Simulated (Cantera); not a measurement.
Cantera run, input and output.

```python
import numpy as np
import cantera as ct

gas = ct.Solution("h2o2.yaml")
gas.TPX = 1025, 29000, {'H2': 1, 'O2': 0.208, 'N2': 0.783}
reactor = ct.IdealGasReactor(gas, energy="on", clone=False)
net = ct.ReactorNet([reactor])
net.rtol, net.atol = 1e-08, 1e-16
show = ['H2', 'O2', 'H2O2', 'O', 'HO2', 'OH']
times = np.geomspace(6e-06, 0.5, 11)

steps = ct.SolutionArray(gas, extra=["t"])
rows = []
print(f"{'t/s':>10s}{'T/K':>9s}{'P/Pa':>11s}" + "".join(f"{s:>11s}" for s in show))
for t in times:
    while net.time < t:
        t_next = net.step()
        steps.append(gas.state, t=t_next)
    rows.append([np.interp(t, steps.t, y) for y in (steps.T, steps.P, *steps(*show).X.T)])
    print(f"{t:10.3e}{rows[-1][0]:9.1f}{rows[-1][1]:11.4g}" + "".join(f"{x:11.3e}" for x in rows[-1][2:]))
rate = np.gradient(steps.T, steps.t)
print("integrator steps:", len(steps.t))
if steps.T.max() > steps.T[0] + 200:
    print(f"time of steepest temperature rise: {steps.t[rate.argmax()]:.4e} s")
gas.TPX = 1025, 29000, {'H2': 1, 'O2': 0.208, 'N2': 0.783}
gas.equilibrate("UV")
print(f"equilibrium (UV): T = {gas.T:.1f} K  " + "  ".join(f"{s} {gas[s].X[0]:.3e}" for s in show))
```

Result:

```
       t/s      T/K       P/Pa         H2         O2       H2O2          O        HO2         OH
 6.000e-06   1025.0    2.9e+04  5.023e-01  1.045e-01  5.952e-14  4.207e-12  1.322e-10  1.718e-12
 1.863e-05   1025.0    2.9e+04  5.023e-01  1.045e-01  5.915e-13  2.138e-11  4.317e-10  7.754e-12
 5.785e-05   1025.0    2.9e+04  5.023e-01  1.045e-01  6.578e-12  1.496e-10  1.716e-09  5.267e-11
 1.796e-04   1025.0    2.9e+04  5.023e-01  1.045e-01  2.267e-10  8.202e-09  4.241e-08  2.873e-09
 5.578e-04   1542.0  4.282e+04  2.372e-01  4.689e-03  3.263e-07  3.490e-03  1.758e-06  4.830e-03
 1.732e-03   2637.0  6.811e+04  3.088e-01  1.062e-04  1.790e-08  3.620e-04  9.309e-08  5.487e-03
 5.378e-03   2643.2  6.824e+04  3.092e-01  1.015e-04  1.751e-08  3.467e-04  8.994e-08  5.392e-03
 1.670e-02   2643.2  6.824e+04  3.092e-01  1.015e-04  1.751e-08  3.467e-04  8.994e-08  5.392e-03
 5.186e-02   2643.2  6.824e+04  3.092e-01  1.015e-04  1.751e-08  3.467e-04  8.994e-08  5.392e-03
 1.610e-01   2643.2  6.824e+04  3.092e-01  1.015e-04  1.751e-08  3.467e-04  8.994e-08  5.392e-03
 5.000e-01   2643.2  6.824e+04  3.092e-01  1.015e-04  1.751e-08  3.467e-04  8.994e-08  5.392e-03
integrator steps: 1248
time of steepest temperature rise: 5.5046e-04 s
equilibrium (UV): T = 2643.2 K  H2 3.092e-01  O2 1.015e-04  H2O2 1.751e-08  O 3.467e-04  HO2 8.994e-08  OH 5.392e-03
```

Cantera simulation using the H2/O2 subset of GRI-Mech 3.0, which has no nitrogen chemistry; the numbers are that mechanism's predictions, not measurements.
